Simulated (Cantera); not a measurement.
Input: 1 mol C₂F₆, 0.09 mol H₂, at 2973.15 K and 1000 Pa.

Equilibrium computed with Cantera from the NASA thermochemical tables; the gas is ideal and each condensed phase is pure. Candidate condensed phases: C, C₆H₆, C₇H₈, C₈H₁₈; 95 gas species. The feed counts by its element totals alone. Kinetics and transport are ignored.

**Question.** What is the equilibrium state?

**Answer.** 
```
Item               Result
--------------  ---------
x(F)                0.806
x(CF)              0.0882
x(CF₂)             0.0449
x(HF)              0.0300
x(C₃)              0.0234
x(C)              0.00392
x(C₂)             0.00236
x(H)             0.000462
x(C₅)            0.000394
n(C(graphite))  0.733 mol
gas amount      5.914 mol
```
